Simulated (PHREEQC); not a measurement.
0.17 g of hydrous ferric oxide (600 m²/g; 0.2 weak and 0.005 strong sites per Fe, Dzombak-Morel constants, diffuse double layer) in 1 kg of water with 0.3 mol/kgw of an inert sodium salt and 1.2e-05 mol BaCl2, at 25 °C; the pH is set by adding NaOH or the inert anion's acid. Oxygen alone is held at its pressure in air (log pO2 = -0.68). The system is closed to CO2. Precipitation was switched off in this run.

Base run: PHREEQC, ion-association model, wateq4f.dat. Each further column changes one thing. The table gives Ba sorbed (%).

| pH | base | background salt from 0.3 to 0.03 mol/kgw | oxide from 0.17 to 0.85 g/kgw | 0.00021 mol/kgw CaCl2 added |
|---|---|---|---|---|
| 4 | 0.0 | 0.0 | 0.0 | 0.0 |
| 4.5 | 0.0 | 0.0 | 0.0 | 0.0 |
| 5 | 0.0 | 0.0 | 0.0 | 0.0 |
| 5.5 | 0.0 | 0.0 | 0.1 | 0.0 |
| 6 | 0.1 | 0.0 | 0.3 | 0.1 |
| 6.5 | 0.3 | ? | 1.4 | 0.3 |
| 7 | 1.3 | 1.2 | 6.3 | 1.2 |
| 7.5 | 6.0 | 7.5 | 24.6 | 3.9 |
| 8 | 20.6 | 28.6 | 60.5 | 7.6 |
| 8.5 | 43.4 | ? | 87.9 | 9.9 |
| 9 | 62.8 | 73.4 | 97.2 | 12.4 |
| 9.5 | 75.0 | ? | ? | 16.5 |
| 10 | 84.8 | 94.5 | 99.8 | 21.5 |

Problem. Complete the blanks.

Solution. 
- 6.5, background salt from 0.3 to 0.03 mol/kgw: 0.2
- 8.5, background salt from 0.3 to 0.03 mol/kgw: 56.0
- 9.5, background salt from 0.3 to 0.03 mol/kgw: 83.9
- 9.5, oxide from 0.17 to 0.85 g/kgw: 99.3
